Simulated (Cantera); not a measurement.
Input (Python, Cantera) and output of one run.

```python
import numpy as np
import cantera as ct

gas_names = [...]  # 109 gases of nasa_gas.yaml made of C, Cl, H, Si
cond_names = """
    C(gr) C6H6(L) C7H8(L) C8H18(L),n-octa Si(cr) Si(L) SiC(b)
""".split()


# ... load() reads the species with a 1 bar reference pressure and builds the phases ...
atoms = {
    'SiHCl3': {'Si': 1, 'H': 1, 'CL': 3},
    'C3H8': {'C': 3, 'H': 8},
    'H2': {'H': 2},
}
top_T = {'C(gr)': 4500, 'SiC(b)': 3050}  # K; cautious upper limits of use, not melting points


# ... equilibrate(T, P, feed) seeds the gas with the atoms and calls Mixture.equilibrate('TP', solver="vcs", rtol=1e-11, max_steps=5000) ...
results = []
feed = {'SiHCl3': 1, 'C3H8': 0.023, 'H2': 14}  # mol
P = 1600  # Pa
for T in [1073, 1273, 1473, 1673, 1873, 2073, 2273, 2473]:
    mix = equilibrate(T, P, feed)
    results.append((T, P, feed, dict(zip(mix.species_names, mix.species_moles))))

top = {s: max(r[3][s] / sum(r[3][g] for g in gas_names) for r in results) for s in gas_names}
cols = sorted((s for s in top if top[s] > 0.001), key=lambda s: -top[s])[:8]
seen = [c for c in cond_names if any(r[3].get(c, 0) > 1e-12 for r in results)]
print("log10 of partial pressures in bar; condensed amounts in mol")
print(f"{'T/K':>10s}" + "".join(f"{s[:9]:>10s}" for s in cols + seen))
for T, P, feed, n in results:
    ng = sum(n[g] for g in gas_names)
    print(f"{T:10.4g}" + "".join(f"{np.log10(max(n[s] / ng * P / 1e5, 1e-99)):10.3f}" for s in cols)
          + "".join(f"{n.get(c, 0):10.4g}" for c in seen))
```

Result:

```
log10 of partial pressures in bar; condensed amounts in mol
       T/K        H2         H       HCL     SiCL2        Si     SiCL4        CL    SiHCL3    Si(cr)     Si(L)    SiC(b)
      1073    -1.834    -8.771    -3.171    -4.218   -14.161    -3.345   -10.151    -3.921    0.2744         0   0.06899
      1273    -1.857    -7.076    -2.824    -3.379   -10.744    -4.055    -8.113    -4.487    0.3182         0     0.069
      1473    -1.863    -5.829    -2.784    -3.208    -8.262    -5.432    -6.842    -5.538     0.275         0     0.069
      1673    -1.863    -4.875    -2.795    -3.171    -6.379    -6.649    -5.915    -6.463    0.2408         0   0.06899
      1873    -1.868    -4.124    -2.764    -3.213    -5.055    -7.584    -5.141    -7.213         0    0.2907   0.06885
      2073    -1.880    -3.520    -2.747    -3.271    -4.001    -8.364    -4.519    -7.845         0    0.2295     0.065
      2273    -1.916    -3.034    -2.707    -3.487    -3.380    -9.091    -3.966    -8.502         0         0   0.02401
      2473    -1.979    -2.641    -2.691    -4.008    -3.195   -10.038    -3.503    -9.405         0         0         0
```

Method: chemical equilibrium by Gibbs-energy minimisation in Cantera with the NASA 1993 tables (ideal gas, pure condensed phases). Mutual solubility and eutectic melting of coexisting phases are not modelled. The tables' values for SiCl3, SiCl are old estimates; treat these amounts as uncertain. Gases not in the tables: Si2H6 and higher silanes.
